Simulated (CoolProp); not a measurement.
Vapour-liquid equilibrium of CH2F2 (R32) (1) + dimethyl ether (2) at 0.118 MPa; x and y are mole fractions of (1).

The numbers come from the multi-fluid Helmholtz-energy mixture model, Tillner-Roth 1997 and Wu 2011; pair parameters Bell 2016 in CoolProp.

```json
[
 {"x": "0.05", "bubble temperature (°C)": "-23.5", "y at the bubble point": "0.133", "dew temperature at overall composition x (°C)": "-22.0", "liquid density (mol/L)": "16.14"},
 {"x": "0.15", "bubble temperature (°C)": "-27.7", "y at the bubble point": "0.355", "dew temperature at overall composition x (°C)": "-23.8", "liquid density (mol/L)": "16.74"},
 {"x": "0.25", "bubble temperature (°C)": "-31.7", "y at the bubble point": "0.524", "dew temperature at overall composition x (°C)": "-25.6", "liquid density (mol/L)": "17.36"},
 {"x": "0.35", "bubble temperature (°C)": "-35.1", "y at the bubble point": "0.649", "dew temperature at overall composition x (°C)": "-27.6", "liquid density (mol/L)": "18.01"},
 {"x": "0.45", "bubble temperature (°C)": "-38.1", "y at the bubble point": "0.743", "dew temperature at overall composition x (°C)": "-29.9", "liquid density (mol/L)": "18.68"},
 {"x": "0.55", "bubble temperature (°C)": "-40.7", "y at the bubble point": "0.814", "dew temperature at overall composition x (°C)": "-32.4", "liquid density (mol/L)": "19.38"},
 {"x": "0.65", "bubble temperature (°C)": "-42.8", "y at the bubble point": "0.868", "dew temperature at overall composition x (°C)": "-35.1", "liquid density (mol/L)": "20.12"},
 {"x": "0.75", "bubble temperature (°C)": "-44.7", "y at the bubble point": "0.912", "dew temperature at overall composition x (°C)": "-38.4", "liquid density (mol/L)": "20.91"},
 {"x": "0.85", "bubble temperature (°C)": "-46.4", "y at the bubble point": "0.950", "dew temperature at overall composition x (°C)": "-42.1", "liquid density (mol/L)": "21.75"},
 {"x": "0.95", "bubble temperature (°C)": "-47.9", "y at the bubble point": "0.984", "dew temperature at overall composition x (°C)": "-46.4", "liquid density (mol/L)": "22.67"}
]
```

No azeotrope shows between x = 0.05 and 0.95.

The pair parameters rest on a limited set of measurements; away from them the model extrapolates. The gap from Raoult's law changes sign with composition, which may be real or a fault of the pair parameters; it wasn't checked against measurements.
